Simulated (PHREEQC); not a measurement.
Consider water at 22 °C with 0.0011 mol/kgw KF, 4.6e-05 mol/kgw (NH4)2SiF6 and 0.0014 mol/kgw HCl. It is in equilibrium with CO2 at log p = -3.4 (atm). Otherwise closed; pH follows from the charge balance.

All values are PHREEQC results (ion-association model, phreeqc.dat), not measurements.

This is a speciation only: nothing precipitates in the calculation.

Problem. What pH does the model give?

Solution. pH 3.09.

Problem. In which forms is Si present?

Solution. H4SiO4 95 %, SiF6-2 5.5 % of the Si.

Complexes and solids missing from the database can't appear. SiF6-2 is the database's only silicon fluoride.
